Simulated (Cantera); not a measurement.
A closed system holds: 1 mol B₂O₃, 0.17 mol O₂, 49 mol H₂, 7.2 mol N₂, equilibrated at 0.00133 bar.

Cantera equilibrium calculation (NASA polynomials, part measured and part estimated; ideal gas, pure solids and liquids). Candidate condensed phases: B, BN, B₂O₃, B₃O₃H₃, H₂O; 39 gas species. Rates play no part.

### Question
Which condensed phases are stable at each of these points (T (K)): 1075, 1125, 1175, 1225, 1275, 1325, 1375, 1425, 1475, 1525, 1575, 1625, 1675, 1725?

### Answer
```json
[
 {"T (K)": "1075", "condensed phases": "B₂O₃(l)", "B condensed (%)": "99.3"},
 {"T (K)": "1125", "condensed phases": "B₂O₃(l)", "B condensed (%)": "98.4"},
 {"T (K)": "1175", "condensed phases": "B₂O₃(l)", "B condensed (%)": "96.7"},
 {"T (K)": "1225", "condensed phases": "B₂O₃(l)", "B condensed (%)": "93.5"},
 {"T (K)": "1275", "condensed phases": "B₂O₃(l)", "B condensed (%)": "88.2"},
 {"T (K)": "1325", "condensed phases": "B₂O₃(l)", "B condensed (%)": "80.0"},
 {"T (K)": "1375", "condensed phases": "B₂O₃(l)", "B condensed (%)": "66.8"},
 {"T (K)": "1425", "condensed phases": "B₂O₃(l)", "B condensed (%)": "39.8"},
 {"T (K)": "1475", "condensed phases": "gas only", "B condensed (%)": "0.0"},
 {"T (K)": "1525", "condensed phases": "gas only", "B condensed (%)": "0.0"},
 {"T (K)": "1575", "condensed phases": "gas only", "B condensed (%)": "0.0"},
 {"T (K)": "1625", "condensed phases": "gas only", "B condensed (%)": "0.0"},
 {"T (K)": "1675", "condensed phases": "gas only", "B condensed (%)": "0.0"},
 {"T (K)": "1725", "condensed phases": "gas only", "B condensed (%)": "0.0"}
]
```

From 1075 K to 1425 K the condensed part is B₂O₃(l). From 1475 K to 1725 K nothing is condensed.
